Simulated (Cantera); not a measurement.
A closed system holds: 1 mol BF3, 3 mol H2O, 130 mol H2, held at 2048 K and 34.0 Pa.

Method: chemical equilibrium by Gibbs-energy minimisation in Cantera with the NASA 1993 tables (ideal gas, pure condensed phases). Candidate condensed phases: B, B2O3, B3O3H3, H2O; 43 gas species. The numbers say what is thermodynamically allowed, not how fast it happens.

Q: What is the equilibrium state?

A: 
```
Item                                Result
-------------------------------  ---------
x(H2)                                0.851
x(H)                                 0.112
x(HF)                               0.0168
x(H2O)                              0.0125
x(BOF)                             0.00411
x(HBO2)                            0.00125
x(BO)                              0.00102
x(HBO)                            0.000556
x(OH)                             0.000179
gas amount                       143.1 mol
log10 activity of B(s) (absent)      -5.94
```
